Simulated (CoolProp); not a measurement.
Saturation properties of the fluoroketone C6F12O (FK-5-1-12) (Tc = 168.7 °C, pc = 1869 kPa, ω = 0.471).

Model: reference Helmholtz-energy equation of state, McLinden 2015, in CoolProp.

| T (°C) | p (kPa) | vapour density (kg/m³) | enthalpy of vaporisation (kJ/kg) | liquid cp (kJ/(kg K)) |
|---|---|---|---|---|
| -33.65 | 1.537 | 0.2446 | 110.5 | 1.092 |
| -12.85 | 6.078 | 0.8949 | 105.0 | 1.089 |
| 7.85 | 18.55 | 2.559 | 99.49 | 1.094 |
| 28.55 | 46.81 | 6.126 | 93.85 | 1.105 |
| 49.25 | 102.0 | 12.86 | 87.89 | 1.122 |
| 69.95 | 198.4 | 24.52 | 81.39 | 1.146 |
| 90.65 | 353.1 | 43.69 | 74.07 | 1.179 |
| 111.35 | 585.9 | 74.62 | 65.47 | 1.228 |
| 132.15 | 922.0 | 126.3 | 54.66 | 1.314 |
| 152.85 | 1389 | 224.6 | 39.22 | 1.564 |

It boils at 49.1 °C under 1 atm.
